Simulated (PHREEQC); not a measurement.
A solution holds 0.046 mol/kgw NH4HS, at 90 °C. Closed to the air; pH follows from the charge balance.

Computed with PHREEQC (ion-association model, phreeqc.dat).

No solid was allowed to form.

**Question.** Predict the pH, ionic strength.

**Answer.** pH 7.08; ionic strength 0.0376 mol/kgw.

**Question.** In which forms is S present?

**Answer.** HS- 82 %, H2S 18 % of the S.

Complexes and solids missing from the database can't appear. At this temperature some constants are extrapolated from 25 °C, and those without enthalpy data are left unchanged.
